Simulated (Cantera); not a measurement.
What does this Cantera script print?

```python
import numpy as np
import cantera as ct

gas_names = """
    CL CL2 H HCL H2 Si SiCL SiCL2 SiCL3 SiCL4 SiH SiHCL3 SiH2 SiH2CL2 SiH3 SiH3CL SiH4 Si2 Si3
""".split()
cond_names = """
    Si(cr) Si(L)
""".split()


# ... load() reads the species with a 1 bar reference pressure and builds the phases ...
atoms = {
    'Si': {'Si': 1},
    'Cl2': {'CL': 2},
    'H2': {'H': 2},
}
top_T = {}  # K; cautious upper limits of use, not melting points


# ... equilibrate(T, P, feed) seeds the gas with the atoms and calls Mixture.equilibrate('TP', solver="vcs", rtol=1e-11, max_steps=5000) ...
results = []
feed = {'Si': 1, 'Cl2': 1.6, 'H2': 2.4}  # mol
T = 975  # K
P = 101325  # Pa
mix = equilibrate(T, P, feed)
results.append((T, P, feed, dict(zip(mix.species_names, mix.species_moles))))
x = sorted(zip(gas.X, gas.species_names), reverse=True)
print(f"T = {T:g} K  P = {P:g} Pa  gas = {mix.phase_moles(0):.4g} mol")
print("   x: " + "  ".join(f"{s} {v:.3e}" for v, s in x if v > 1e-05))
print("   condensed (mol): " + ("  ".join(f"{mix.phase(i).name} {mix.phase_moles(i):.4g}"
      for i in range(1, mix.n_phases) if mix.phase_moles(i) > 1e-12) or "none"))
```

It prints:

```
T = 975 K  P = 101325 Pa  gas = 3.14 mol
   x: H2 7.157e-01  SiCL4 1.892e-01  SiHCL3 8.045e-02  HCL 9.625e-03  SiH2CL2 3.581e-03  SiCL3 1.182e-03  SiCL2 2.090e-04  SiH3CL 4.027e-05
   condensed (mol): Si(cr) 0.1374
```

Method: chemical equilibrium by Gibbs-energy minimisation in Cantera with the NASA 1993 tables (ideal gas, pure condensed phases). The tables' values for SiCl3 are old estimates; treat these amounts as uncertain.
